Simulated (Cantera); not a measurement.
## Reactions in the system H-N-O-Sr

Cantera with NASA thermochemical tables; ideal gases at 1 bar, condensed phases pure. Values are per mole of reaction as written; species without (g) are pure solids or liquids, kept so even where they would boil at 1 bar.

N(g) + 3 Sr + 3 OH(g) ⇌ 3 SrO + NH3(g)

| T (K) | ΔH° (kJ) | ΔS° (J/K) | ΔG° (kJ) | log10 K |
|---|---|---|---|---|
| 698 | -2414.0 | -514.4 | -2055.0 | 153.78 |
| 748 | -2413.5 | -513.7 | -2029.3 | 141.71 |
| 798 | -2413.0 | -513.0 | -2003.6 | 131.15 |
| 848 | -2414.9 | -515.3 | -1977.9 | 121.83 |
| 898 | -2414.0 | -514.4 | -1952.1 | 113.55 |
| 948 | -2413.1 | -513.4 | -1926.5 | 106.14 |
